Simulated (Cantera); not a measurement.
What does this Cantera script print?

```python
import numpy as np
import cantera as ct

gas = ct.Solution("gri30.yaml")
gas.TPX = 1500, 500000, {'CO': 1, 'H2': 0.12, 'O2': 1.75, 'N2': 6.58}
reactor = ct.IdealGasConstPressureReactor(gas, energy="on", clone=False)
net = ct.ReactorNet([reactor])
net.rtol, net.atol = 1e-08, 1e-16
show = ['CO', 'H2', 'O2', 'NO2', 'NO']
times = np.geomspace(2e-06, 0.9, 14)

steps = ct.SolutionArray(gas, extra=["t"])
rows = []
print(f"{'t/s':>10s}{'T/K':>9s}{'P/Pa':>11s}" + "".join(f"{s:>11s}" for s in show))
for t in times:
    while net.time < t:
        t_next = net.step()
        steps.append(gas.state, t=t_next)
    rows.append([np.interp(t, steps.t, y) for y in (steps.T, steps.P, *steps(*show).X.T)])
    print(f"{t:10.3e}{rows[-1][0]:9.1f}{rows[-1][1]:11.4g}" + "".join(f"{x:11.3e}" for x in rows[-1][2:]))
rate = np.gradient(steps.T, steps.t)
print("integrator steps:", len(steps.t))
if steps.T.max() > steps.T[0] + 200:
    print(f"time of steepest temperature rise: {steps.t[rate.argmax()]:.4e} s")
gas.TPX = 1500, 500000, {'CO': 1, 'H2': 0.12, 'O2': 1.75, 'N2': 6.58}
gas.equilibrate("HP")
print(f"equilibrium (HP): T = {gas.T:.1f} K  " + "  ".join(f"{s} {gas[s].X[0]:.3e}" for s in show))
```

It prints:

```
       t/s      T/K       P/Pa         CO         H2         O2        NO2         NO
 2.000e-06   1500.0      5e+05  1.058e-01  1.270e-02  1.852e-01  9.090e-19  5.534e-14
 5.444e-06   1500.5      5e+05  1.057e-01  1.247e-02  1.849e-01  6.369e-14  6.298e-11
 1.482e-05   1674.5      5e+05  8.312e-02  3.606e-04  1.636e-01  1.680e-08  2.718e-06
 4.033e-05   2060.0      5e+05  2.952e-02  3.981e-04  1.383e-01  1.454e-07  3.652e-05
 1.098e-04   2283.7      5e+05  9.364e-03  1.553e-04  1.345e-01  5.445e-07  1.546e-04
 2.988e-04   2352.1      5e+05  3.256e-03  5.916e-05  1.336e-01  7.267e-07  3.335e-04
 8.132e-04   2361.8      5e+05  2.308e-03  4.504e-05  1.334e-01  1.153e-06  6.248e-04
 2.213e-03   2360.5      5e+05  2.283e-03  4.464e-05  1.330e-01  2.491e-06  1.351e-03
 6.025e-03   2356.9      5e+05  2.243e-03  4.398e-05  1.321e-01  5.811e-06  3.149e-03
 1.640e-02   2349.6      5e+05  2.163e-03  4.265e-05  1.303e-01  1.261e-05  6.821e-03
 4.463e-02   2340.8      5e+05  2.071e-03  4.110e-05  1.281e-01  2.075e-05  1.120e-02
 1.215e-01   2337.7      5e+05  2.039e-03  4.057e-05  1.273e-01  2.359e-05  1.272e-02
 3.307e-01   2337.7      5e+05  2.038e-03  4.055e-05  1.273e-01  2.367e-05  1.277e-02
 9.000e-01   2337.7      5e+05  2.038e-03  4.055e-05  1.273e-01  2.367e-05  1.277e-02
integrator steps: 1390
time of steepest temperature rise: 9.9429e-06 s
equilibrium (HP): T = 2337.7 K  CO 2.038e-03  H2 4.055e-05  O2 1.273e-01  NO2 2.367e-05  NO 1.277e-02
```

Model: GRI-Mech 3.0 (53 species, 325 reactions), integrated in Cantera. The hydrogen kinetics of GRI-Mech 3.0 are dated; newer H2 mechanisms differ, most at raised pressure.
